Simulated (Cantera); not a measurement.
## Adiabatic ignition

An adiabatic, constant-volume homogeneous reactor starts with 39.4 % H2, 11.0 % O2, 41.0 % N2, 8.67 % H2O, at 1000 K and 500000 Pa.

Cantera simulation using the H2/O2 subset of GRI-Mech 3.0, which has no nitrogen chemistry; the numbers are that mechanism's predictions, not measurements. The hydrogen kinetics of GRI-Mech 3.0 are dated; newer H2 mechanisms differ, most at raised pressure.

```
t (s)     T (K)  P (bar)   x H2     x O2   x H2O    x H2O2      x OH     x HO2
--------  -----  -------  -----  -------  ------  --------  --------  --------
2.00e-6    1000     5.00  0.394    0.110  0.0867    <1e-12    <1e-12  6.25e-10
7.19e-6    1000     5.00  0.394    0.110  0.0867  1.28e-11    <1e-12   2.40e-9
2.58e-5    1000     5.00  0.394    0.110  0.0867  1.71e-10  1.04e-12   8.82e-9
9.28e-5    1000     5.00  0.394    0.110  0.0867   2.21e-9  1.36e-12   3.23e-8
0.000334   1000     5.00  0.394    0.110  0.0867   2.84e-8  3.54e-12   1.24e-7
0.00120    1000     5.00  0.394    0.110  0.0867   4.32e-7  2.96e-11   7.31e-7
0.00431    1001     5.00  0.394    0.109  0.0867   2.92e-5   1.72e-9   1.63e-5
0.0155     2776     12.4  0.193  9.69e-5   0.336   1.40e-7   0.00450   2.96e-7
0.0557     2776     12.4  0.193  9.69e-5   0.336   1.40e-7   0.00450   2.96e-7
0.200      2776     12.4  0.193  9.69e-5   0.336   1.40e-7   0.00450   2.96e-7
```
x: mole fraction; the columns are a selection and need not sum to one.

| Quantity | Result |
|---|---|
| time of steepest temperature rise | 10.6 ms |
| temperature at 0.200 s | 2776 K |
| equilibrium temperature | 2776 K |
| x(H2) at 0.200 s | 0.193 (gas-phase equilibrium 0.193) |
| x(O2) at 0.200 s | 9.69e-5 (gas-phase equilibrium 9.69e-5) |
| x(H2O) at 0.200 s | 0.336 (gas-phase equilibrium 0.336) |
